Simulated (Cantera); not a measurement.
Cantera run:

```python
import numpy as np
import cantera as ct

gas_names = [...]  # 110 gases of nasa_gas.yaml made of C, H, O
cond_names = """
    C(gr) C6H6(L) C7H8(L) C8H18(L),n-octa H2O(s) H2O(L)
""".split()


# ... load() reads the species with a 1 bar reference pressure and builds the phases ...
atoms = {
    'toluene': {'C': 7, 'H': 8},
    'O2': {'O': 2},
    'H2': {'H': 2},
}
top_T = {'C(gr)': 4500}  # K; cautious upper limits of use, not melting points


# ... equilibrate(T, P, feed) seeds the gas with the atoms and calls Mixture.equilibrate('TP', solver="vcs", rtol=1e-11, max_steps=5000) ...
results = []
feed = {'toluene': 1, 'O2': 1.6, 'H2': 23}  # mol
T = 1650  # K
P = 230  # Pa
mix = equilibrate(T, P, feed)
results.append((T, P, feed, dict(zip(mix.species_names, mix.species_moles))))
print(gas.report(threshold=1e-06))
for i in range(1, mix.n_phases):
    print(f"{mix.phase(i).name:16s} {mix.phase_moles(i):12.5e} mol")
```

It prints:

```
       temperature   1650 K
          pressure   230 Pa
           density   7.9921e-05 kg/m^3
  mean mol. weight   4.7671 kg/kmol
   phase of matter   gas

                          1 kg             1 kmol
                     ---------------   ---------------
          enthalpy        6.3377e+06        3.0212e+07  J
   internal energy        3.4599e+06        1.6494e+07  J
           entropy             50926        2.4277e+05  J/K
    Gibbs function        -7.769e+07       -3.7036e+08  J
 heat capacity c_p            6964.5             33200  J/K
 heat capacity c_v            5220.4             24886  J/K

                      mass frac. Y      mole frac. X     chem. pot. / RT
                     ---------------   ---------------   ---------------
               CH4        8.1898e-06        2.4336e-06           -52.519
                CO           0.62204           0.10587           -43.442
    C2H2,acetylene        0.00022232        4.0703e-05           -29.817
                 H        0.00037836         0.0017893           -12.537
                H2           0.37735            0.8923           -25.074
     [ +105 minor]        9.4137e-07        2.5275e-07

C(gr)             3.79747e+00 mol
```

Equilibrium computed with Cantera from the NASA thermochemical tables; the gas is ideal and each condensed phase is pure.
